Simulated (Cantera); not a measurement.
Feed: 1 mol B₂O₃, 2.2 mol HF, equilibrated at 1548 K and 1.33 mbar.

Equilibrium computed with Cantera from the NASA thermochemical tables; the gas is ideal and each condensed phase is pure. Candidate condensed phases: B, B₂O₃, B₃O₃H₃, H₂O; 43 gas species. Gases not in the tables: H₃BO₃. The numbers say what is thermodynamically allowed, not how fast it happens.

Q: What is the equilibrium state?

A: x(BOF): 0.478
x(HF): 0.207
x(H₂O): 0.171
x(HBO₂): 0.137
x(B₂O₃): 0.00462
x(H₂): 0.000870
x(BF₃): 0.000814
x(O₂): 0.000358
x(OH): 0.000163
gas amount: 3.199 mol
log10 activity of B(s) (absent): -10.96
log10 activity of B₃O₃H₃(s) (absent): -26.95
